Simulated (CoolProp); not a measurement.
Ammonia along the isotherm 339.6 K: Z from the reference equation and from simpler models built on Tc = 405.6 K, pc = 11.36 MPa, ω = 0.256; each cubic takes its own stable root.

Computed with CoolProp (reference Helmholtz-energy equation of state, Gao 2020).

| p (MPa) | phase | reference |
|---|---|---|
| 2.13 | gas | 0.8478 |
| 4.26 | liquid | 0.04798 |
| 6.39 | liquid | 0.07146 |
| 8.52 | liquid | 0.09466 |
| 10.7 | liquid | 0.1181 |
| 12.8 | liquid | 0.1405 |
| 14.9 | liquid | 0.1627 |
| 17 | liquid | 0.1846 |

**Question.** How far does each simpler model (van der Waals, Redlich-Kwong, Peng-Robinson) lie from the reference over these 8 states: mean and median of the absolute difference, and the worst?

**Answer.** 
- van der Waals: mean 257.6 %, median 83.7 %, worst +1548.6 % at 339.6 K and 4.26 MPa
- Redlich-Kwong: mean 30.0 %, median 33.2 %, worst +36.0 % at 339.6 K and 4.26 MPa
- Peng-Robinson: mean 11.7 %, median 13.0 %, worst +13.7 % at 339.6 K and 4.26 MPa

At some of these states van der Waals gives the other phase, because its saturation line lies elsewhere.
